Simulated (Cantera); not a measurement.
## S + SO2 + O2 (abatement and gas-phase synthesis)

A closed system holds: 1 mol S, 0.013 mol SO2, a varied amount of O2, held at 2200 K and 0.180 bar.

Cantera equilibrium calculation (NASA polynomials, part measured and part estimated; ideal gas, pure solids and liquids). Candidate condensed phases: S; 10 gas species. Kinetics and transport are ignored.

From 0.054 mol O2 to 5.9 mol O2 nothing is condensed.

```tsv
n(O2) (mol)	x SO2	x O2	x S2	x SO	x S	x S2O	x O
0.054	0.0784	3.42e-6	0.815	0.0771	0.0223	0.00702	1.18e-5
0.083	0.117	5.29e-6	0.760	0.0926	0.0215	0.00814	1.47e-5
0.13	0.178	8.51e-6	0.681	0.111	0.0204	0.00925	1.86e-5
0.19	0.252	1.29e-5	0.591	0.128	0.0190	0.00989	2.29e-5
0.3	0.374	2.19e-5	0.454	0.146	0.0166	0.00988	2.98e-5
0.46	0.527	3.82e-5	0.296	0.155	0.0134	0.00850	3.94e-5
0.7	0.718	8.08e-5	0.123	0.145	0.00864	0.00513	5.73e-5
1.1	0.901	0.0911	1.52e-7	0.00543	9.61e-6	2.13e-7	0.00192
1.6	0.624	0.370	4.42e-9	0.00187	1.64e-6	1.25e-8	0.00388
2.5	0.401	0.593	7.07e-10	0.000946	6.56e-7	2.54e-9	0.00491
3.9	0.257	0.736	1.89e-10	0.000545	3.40e-7	7.56e-10	0.00547
5.9	0.170	0.823	6.63e-11	0.000341	2.01e-7	2.80e-10	0.00578
```
x: gas mole fraction; nothing condenses.
